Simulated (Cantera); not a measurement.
## Thermodynamics of boron, boron nitride and boron oxide, feed B₂O₃ + N₂

Input: 1 mol B₂O₃, a varied amount of N₂, equilibrated at 1802 °C and 10.0 mbar.

Cantera equilibrium calculation (NASA polynomials, part measured and part estimated; ideal gas, pure solids and liquids). Candidate condensed phases: B, BN, B₂O₃; 17 gas species. The numbers say what is thermodynamically allowed, not how fast it happens.

```
n(N₂) (mol)  log p N₂  log p B₂O₃  log p BO₂  log p BO
-----------  --------  ----------  ---------  --------
0.94            -2.32       -2.30      -4.16     -4.23
1.8             -2.19       -2.46      -4.25     -4.30
3.3             -2.12       -2.64      -4.35     -4.39
6.2             -2.07       -2.87      -4.47     -4.49
12              -2.04       -3.13      -4.62     -4.61
22              -2.02       -3.38      -4.75     -4.72
41              -2.01       -3.65      -4.90     -4.84
```
log p: log10 of the partial pressure in bar; nothing condenses.

From 0.94 mol N₂ to 41 mol N₂ nothing is condensed. The main B-bearing gas is B₂O₃ throughout.
